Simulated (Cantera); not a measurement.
An adiabatic, constant-pressure homogeneous reactor starts with 6.74 % CH₄, 8.97 % O₂, 84.3 % N₂, equivalence ratio 1.5, at 1750 K and 1.50 bar.

Computed with Cantera and GRI-Mech 3.0 (53 species, 325 reactions).

One state of this run: T (K) = 2423; x CH₄ = <1e-12; x O₂ = 0.000499; x HO₂ = 2.09e-7; x CH₃ = <1e-12; x CO₂ = 0.0172. x: mole fraction; the columns are a selection and need not sum to one.

Task: Which value of t (s) does it belong to?
A. 3.94e-5
B. 0.0945
C. 0.224
D. 0.000528

Result: D, 0.000528
